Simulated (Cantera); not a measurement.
Input: 1 mol CS₂, 0.67 mol O₂, 0.46 mol H₂, at 3373.15 K and 1 atm.

These are equilibrium values from Cantera (NASA tables, ideal gas, pure condensed phases), not measurements of a reactor. Candidate condensed phases: C, C₆H₆, C₇H₈, C₈H₁₈, H₂O, H₂SO₄, S; 123 gas species. Rates play no part.

Base state: CO 0.312, S 0.242, S₂ 0.133, H 0.108, SO 0.0770, H₂ 0.0616, SH 0.0388, H₂O 0.00643 (mole fractions); condensed: gas only.

Problem. What changes in the equilibrium state with this change: H₂ from 0.46 to 0.22 mol?

Solution. 
```json
[
 {"species": "CO", "before": "0.312", "after": "0.346"},
 {"species": "S", "before": "0.242", "after": "0.263"},
 {"species": "S₂", "before": "0.133", "after": "0.157"},
 {"species": "H", "before": "0.108", "after": "0.0684"},
 {"species": "H₂", "before": "0.0616", "after": "0.0247"},
 {"species": "SH", "before": "0.0388", "after": "0.0266"},
 {"species": "SO", "before": "0.0770", "after": "0.0903"},
 {"species": "H₂O", "before": "0.00643", "after": "0.00278"},
 {"species": "H₂S", "before": "0.00146", "after": "0.000636"},
 {"species": "OH", "before": "0.00483", "after": "0.00330"},
 {"species": "S₂O", "before": "0.000600", "after": "0.000763"},
 {"species": "SO₂", "before": "0.00462", "after": "0.00585"}
]
```

Problem. What changes in the equilibrium state with this change: O₂ from 0.67 to 0.42 mol?

Solution. 
| species | before | after |
|---|---|---|
| CO | 0.312 | 0.286 |
| S | 0.242 | 0.263 |
| S₂ | 0.133 | 0.157 |
| SO | 0.0770 | 0.000145 |
| CS | 8.89e-5 | 0.0509 |
| H₂ | 0.0616 | 0.0733 |
| SH | 0.0388 | 0.0459 |
| H | 0.108 | 0.118 |
| SO₂ | 0.00462 | 1.52e-8 |
| O₂ | 0.000202 | <1e-9 |
| CO₂ | 0.00402 | 6.43e-6 |
| CS₂ | 6.30e-6 | 0.00392 |
